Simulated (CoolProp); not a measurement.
Model: reference Helmholtz-energy equation of state, Lemmon 2006, in CoolProp. It is a short technical equation, of lower accuracy than the large ones.

Give the vapour pressure (kPa), liquid density (kg/m³), enthalpy of vaporisation (kJ/kg), liquid cp (kJ/(kg K)) of saturated acetone at 465.7, 473 K.


| T (K) | p (kPa) | liquid density (kg/m³) | enthalpy of vaporisation (kJ/kg) | liquid cp (kJ/(kg K)) |
|---|---|---|---|---|
| 465.7 | 2450 | 534 | 279 | 3.17 |
| 473 | 2750 | 516 | 258 | 3.35 |
